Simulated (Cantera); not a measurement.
Cantera run, input and output.

```python
import numpy as np
import cantera as ct

gas = ct.Solution("gri30.yaml")
gas.TPX = 1000, 1800000, {'H2': 1, 'O2': 0.581, 'N2': 2.19}
reactor = ct.IdealGasReactor(gas, energy="on", clone=False)
net = ct.ReactorNet([reactor])
net.rtol, net.atol = 1e-08, 1e-16
show = ['H2', 'O2', 'H', 'NO', 'H2O', 'H2O2', 'NO2']
times = np.geomspace(1e-06, 1, 12)

steps = ct.SolutionArray(gas, extra=["t"])
rows = []
print(f"{'t/s':>10s}{'T/K':>9s}{'P/Pa':>11s}" + "".join(f"{s:>11s}" for s in show))
for t in times:
    while net.time < t:
        t_next = net.step()
        steps.append(gas.state, t=t_next)
    rows.append([np.interp(t, steps.t, y) for y in (steps.T, steps.P, *steps(*show).X.T)])
    print(f"{t:10.3e}{rows[-1][0]:9.1f}{rows[-1][1]:11.4g}" + "".join(f"{x:11.3e}" for x in rows[-1][2:]))
rate = np.gradient(steps.T, steps.t)
print("integrator steps:", len(steps.t))
if steps.T.max() > steps.T[0] + 200:
    print(f"time of steepest temperature rise: {steps.t[rate.argmax()]:.4e} s")
gas.TPX = 1000, 1800000, {'H2': 1, 'O2': 0.581, 'N2': 2.19}
gas.equilibrate("UV")
print(f"equilibrium (UV): T = {gas.T:.1f} K  " + "  ".join(f"{s} {gas[s].X[0]:.3e}" for s in show))
```

It prints:

```
       t/s      T/K       P/Pa         H2         O2          H         NO        H2O       H2O2        NO2
 1.000e-06   1000.0    1.8e+06  2.652e-01  1.541e-01  1.496e-11  4.376e-24  4.391e-11  1.979e-12  8.349e-31
 3.511e-06   1000.0    1.8e+06  2.652e-01  1.541e-01  1.525e-11  1.974e-23  1.670e-10  2.500e-11  4.988e-29
 1.233e-05   1000.0    1.8e+06  2.652e-01  1.541e-01  1.628e-11  7.917e-23  6.205e-10  3.106e-10  2.539e-27
 4.329e-05   1000.0    1.8e+06  2.652e-01  1.541e-01  2.009e-11  3.476e-22  2.566e-09  3.821e-09  1.335e-25
 1.520e-04   1000.0    1.8e+06  2.652e-01  1.541e-01  3.612e-11  2.405e-21  1.751e-08  4.666e-08  1.009e-23
 5.337e-04   1000.0    1.8e+06  2.652e-01  1.541e-01  1.428e-10  6.181e-20  3.536e-07  6.338e-07  2.974e-21
 1.874e-03   1000.4  1.801e+06  2.651e-01  1.540e-01  2.187e-09  1.350e-17  2.510e-05  2.001e-05  1.804e-17
 6.579e-03   3029.7  4.805e+06  1.421e-02  1.940e-02  2.994e-03  1.320e-02  2.754e-01  4.814e-06  1.573e-05
 2.310e-02   3028.8  4.803e+06  1.423e-02  1.922e-02  2.989e-03  1.365e-02  2.754e-01  4.785e-06  1.620e-05
 8.111e-02   3028.8  4.803e+06  1.423e-02  1.922e-02  2.989e-03  1.365e-02  2.754e-01  4.785e-06  1.620e-05
 2.848e-01   3028.8  4.803e+06  1.423e-02  1.922e-02  2.989e-03  1.365e-02  2.754e-01  4.785e-06  1.620e-05
 1.000e+00   3028.8  4.803e+06  1.423e-02  1.922e-02  2.989e-03  1.365e-02  2.754e-01  4.785e-06  1.620e-05
integrator steps: 1784
time of steepest temperature rise: 6.4928e-03 s
equilibrium (UV): T = 3028.8 K  H2 1.423e-02  O2 1.922e-02  H 2.989e-03  NO 1.365e-02  H2O 2.754e-01  H2O2 4.785e-06  NO2 1.620e-05
```

Computed with Cantera and GRI-Mech 3.0 (53 species, 325 reactions). The hydrogen kinetics of GRI-Mech 3.0 are dated; newer H2 mechanisms differ, most at raised pressure. The pressure lies above the range GRI-Mech 3.0 was tuned for (to about 10 atm). Above 3000 K some thermodynamic fits are extrapolated.
